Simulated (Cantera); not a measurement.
A closed system holds: 1 mol SiCl₄, 1.3 mol Cl₂, 7.9 mol H₂, equilibrated at 625 K and 6.50 bar.

Equilibrium computed with Cantera from the NASA thermochemical tables; the gas is ideal and each condensed phase is pure. Candidate condensed phases: Si; 19 gas species. Equilibrium is a limit: real reactors are often held back by kinetics, nucleation or transport.

Problem. What is the equilibrium state?

Solution. 
```
Item                                  Value
--------------------------------  ---------
x(H₂)                                 0.647
x(HCl)                                0.255
x(SiCl₄)                             0.0980
x(SiHCl₃)                           1.20e-5
gas amount                        10.20 mol
log10 activity of Si(s) (absent)     -15.44
```
